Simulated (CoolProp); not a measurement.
Dry air at 298.15 K and 0.707 MPa is compressed adiabatically to 2.3 MPa with isentropic efficiency 0.8. Each further row changes one setting.

Model: reference Helmholtz-energy equation of state, Lemmon 2000, in CoolProp. It is a pseudo-pure fit of the blend.

```json
[
 {"case": "as stated", "work (kJ/kg)": "150", "final temperature (K)": "447.0", "final density (kg/m³)": "17.8"},
 {"case": "efficiency 1", "work (kJ/kg)": "120", "final temperature (K)": "417.9", "final density (kg/m³)": "19.1"},
 {"case": "efficiency 0.65", "work (kJ/kg)": "185", "final temperature (K)": "480.5", "final density (kg/m³)": "16.5"}
]
```
